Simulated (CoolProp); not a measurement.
Computed with CoolProp (reference Helmholtz-energy equation of state, Lemmon 2013).

Question: For propylene, give the phase and the cp (kJ/(kg K)), Joule-Thomson coefficient (K/MPa), viscosity (µPa s), conductivity (mW/(m K)) at -75.15 °C and 144 kPa; -75.15 °C and 495 kPa; -75.15 °C and 3860 kPa.

Answer: 
- -75.15 °C and 144 kPa: liquid; cp 2.11, Joule-Thomson coefficient -0.472, viscosity 274, conductivity 157
- -75.15 °C and 495 kPa: liquid; cp 2.11, Joule-Thomson coefficient -0.473, viscosity 274, conductivity 157
- -75.15 °C and 3860 kPa: liquid; cp 2.10, Joule-Thomson coefficient -0.480, viscosity 282, conductivity 158

Viscosity comes from a separate model (Huber 2003), an estimate that may be off by 10 % or more. Thermal conductivity comes from a separate model (Huber 2003), an estimate that may be off by 10 % or more.
